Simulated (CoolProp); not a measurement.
A Linde-Hampson liquefier for methane: isothermal reversible compression at 250 K from 1 atm to 10 MPa, throttling to 1 atm, return gas leaving the recuperator 10 K below the feed. Each further row changes one setting.

Values from CoolProp's reference Helmholtz-energy equation of state, Setzmann 1991.

| case | liquid yield per pass | compression work (kJ/kg of gas) |
|---|---|---|
| as stated | (withheld) | 553 |
| high pressure 20 MPa | (withheld) | (withheld) |
| warm-end temperature 280 K | (withheld) | 636 |
| warm-end gap 15 K | (withheld) | 553 |

**Question.** Fill in the missing entries.

**Answer.** 
- as stated, liquid yield per pass: 0.177
- high pressure 20 MPa, liquid yield per pass: 0.307
- high pressure 20 MPa, compression work (kJ/kg of gas): 613
- warm-end temperature 280 K, liquid yield per pass: 0.112
- warm-end gap 15 K, liquid yield per pass: 0.166
